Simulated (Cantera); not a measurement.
Iron carbonyl, mercury and lead vapours: Hg + H2

Input: 1 mol Hg, 3.5 mol H2, equilibrated at 1223.15 K and 0.100 bar.

Cantera equilibrium calculation (NASA polynomials, part measured and part estimated; ideal gas, pure solids and liquids). Candidate condensed phases: Hg; 3 gas species. Equilibrium is a limit: real reactors are often held back by kinetics, nucleation or transport.

```
Property                             Result
--------------------------------  ---------
x(H2)                                 0.778
x(Hg)                                 0.222
gas amount                        4.500 mol
log10 activity of Hg(l) (absent)      -3.97
```
